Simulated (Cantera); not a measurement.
Charge: 1 mol Pb, a varied amount of O2, 99 mol N2, equilibrated at 898 K and 13.0 mbar.

Method: chemical equilibrium by Gibbs-energy minimisation in Cantera with the NASA 1993 tables (ideal gas, pure condensed phases). Candidate condensed phases: Pb, PbO, PbO2, Pb3O4; 12 gas species. Equilibrium is a limit: real reactors are often held back by kinetics, nucleation or transport.

x: gas mole fraction; n: condensed amount in mol.

```tsv
n(O2) (mol)	x N2	x O2	x Pb	x NO	x PbO	x NO2	n Pb(l)	n PbO(yellow)
0.011	1.000	<1e-12	9.96e-5	5.81e-12	5.28e-7	<1e-12	0.968	(withheld)
0.018	1.000	<1e-12	9.96e-5	5.81e-12	5.28e-7	<1e-12	0.954	(withheld)
0.03	1.000	<1e-12	9.96e-5	5.81e-12	5.28e-7	<1e-12	0.930	(withheld)
0.049	1.000	<1e-12	9.96e-5	5.81e-12	5.28e-7	<1e-12	0.892	(withheld)
0.082	1.000	<1e-12	9.96e-5	5.81e-12	5.28e-7	<1e-12	0.826	(withheld)
0.13	1.000	<1e-12	9.96e-5	5.81e-12	5.28e-7	<1e-12	0.730	(withheld)
0.22	1.000	<1e-12	9.96e-5	5.81e-12	5.28e-7	<1e-12	0.550	(withheld)
0.37	1.000	<1e-12	9.96e-5	5.81e-12	5.28e-7	<1e-12	0.250	(withheld)
0.61	0.999	0.00111	7.88e-10	7.34e-7	5.28e-7	7.26e-10	0	1.000
1	0.995	0.00502	3.70e-10	1.56e-6	5.28e-7	3.28e-9	0	1.000
```

Q: Some entries are withheld; supply them.

A: 
- 0.011, n PbO(yellow): 0.0219
- 0.018, n PbO(yellow): 0.0359
- 0.03, n PbO(yellow): 0.0599
- 0.049, n PbO(yellow): 0.0979
- 0.082, n PbO(yellow): 0.164
- 0.13, n PbO(yellow): 0.260
- 0.22, n PbO(yellow): 0.440
- 0.37, n PbO(yellow): 0.740
